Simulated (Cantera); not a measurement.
A freely propagating, adiabatic, planar premixed flame of H2 : O2 : N2 = 1 : 0.172 : 0.586 (molar parts), equivalence ratio 2.9, unburnt at 623 K and 90.0 Torr; multicomponent transport, grid criteria slope 0.08 and curve 0.16, no radiation.

Model: the H2/O2 subset of GRI-Mech 3.0, which has no nitrogen chemistry, integrated in Cantera. Burning velocities carry a grid error of a few per cent, more on coarse grids.

x: mole fraction of selected species; z is measured from the peak of heat release.

| z (mm) | T (K) | u (m/s) | x H2 | x O2 | x OH | x H | x O | x H2O |
|---|---|---|---|---|---|---|---|---|
| -23.1 | 623 | 6.71 | 0.569 | 0.0978 | <1e-8 | <1e-8 | <1e-8 | <1e-8 |
| -15.4 | 623 | 6.71 | 0.569 | 0.0978 | <1e-8 | <1e-8 | <1e-8 | <1e-8 |
| -11.5 | 623 | 6.71 | 0.569 | 0.0978 | <1e-8 | <1e-8 | <1e-8 | <1e-8 |
| -7.69 | 623 | 6.71 | 0.569 | 0.0978 | <1e-8 | 1.26e-6 | <1e-8 | 1.96e-7 |
| -3.85 | 636 | 6.84 | 0.567 | 0.0975 | 1.71e-5 | 0.000774 | ? | 0.000866 |
| -1.92 | 745 | 7.98 | 0.549 | 0.0931 | 0.000129 | 0.0120 | ? | 0.0111 |
| 0 | 1064 | 11.1 | 0.423 | 0.0508 | 0.00102 | 0.0809 | ? | 0.100 |
| 1.92 | 1276 | 13.2 | 0.331 | 0.00363 | 0.00111 | 0.122 | ? | 0.195 |
| 3.85 | 1354 | 14.0 | 0.331 | 0.000268 | 0.00119 | 0.117 | 0.000412 | 0.203 |
| 7.69 | 1445 | 14.8 | 0.340 | 0.000114 | 0.00147 | 0.104 | 0.000401 | 0.204 |
| 15.4 | 1552 | 15.8 | 0.351 | 0.000101 | 0.00175 | 0.0888 | 0.000376 | 0.205 |
| 30.8 | 1666 | 16.8 | 0.363 | 8.00e-5 | 0.00193 | 0.0719 | ? | 0.207 |
| 61.5 | 1775 | 17.7 | 0.374 | 5.50e-5 | 0.00192 | 0.0553 | ? | 0.209 |

Task: What belongs in the gaps?

Result: 
- -3.85, x O: 1.01e-5
- -1.92, x O: 0.000189
- 0, x O: 0.00242
- 1.92, x O: 0.000851
- 30.8, x O: 0.000310
- 61.5, x O: 0.000221
